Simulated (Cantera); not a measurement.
A closed system holds: 1 mol Fe3O4, 1.7 mol CO, held at 1000 K and 10.0 Torr.

Cantera equilibrium calculation (NASA polynomials, part measured and part estimated; ideal gas, pure solids and liquids). Candidate condensed phases: C, Fe, Fe(CO)5, FeO, Fe2O3, Fe3O4; 15 gas species. The tables' stoichiometric FeO is somewhat more stable than real wüstite, so its field is too wide. FeO: taken at fixed stoichiometry. Kinetics and transport are ignored.

Base state: CO2 0.588, CO 0.412 (mole fractions); condensed: FeO(s).

What changes in the equilibrium state with this change: 0.071 mol H2S added?


```
species      before     after
-----------  ------  --------
CO2           0.588     0.584
CO            0.412     0.376
H2O               0    0.0208
H2                0    0.0192
H2S               0  0.000128
COS               0   7.91e-5
FeO(s), mol    3.00      2.93
FeS(s), mol       0    0.0706
```
FeO, FeS: taken at fixed stoichiometry. Further candidate phases: C6H6, C7H8, C8H18, Fe(OH)2, Fe(OH)3, FeS, FeSO4, FeS2, Fe2(SO4)3, H2O, H2SO4, S.
